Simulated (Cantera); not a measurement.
Mixture: 19.6 % H2, 16.9 % O2, 63.5 % N2, at 15.8 atm, adiabatic and at constant pressure. Ignition delay is the time to a rise of 400 K.

Model: the H2/O2 subset of GRI-Mech 3.0, which has no nitrogen chemistry, integrated in Cantera. The hydrogen kinetics of GRI-Mech 3.0 are dated; newer H2 mechanisms differ, most at raised pressure. The pressure lies above the range GRI-Mech 3.0 was tuned for (to about 10 atm). Below about 950 K walls govern HO2 and H2O2 in real vessels.

**Question.** Predict: delay at 925 K; delay at 1000 K; delay at 1075 K; delay at 1150 K; delay at 1225 K; delay at 1300 K; delay at 1375 K; apparent activation energy between 1225 and 1375 K.

**Answer.** 
```
Quantity                                                Result
--------------------------------------------------  ----------
delay at 925 K                                         57.6 ms
delay at 1000 K                                        9.23 ms
delay at 1075 K                                        1.79 ms
delay at 1150 K                                       0.381 ms
delay at 1225 K                                        74.2 µs
delay at 1300 K                                        8.67 µs
delay at 1375 K                                        2.46 µs
apparent activation energy between 1225 and 1375 K  320 kJ/mol
```
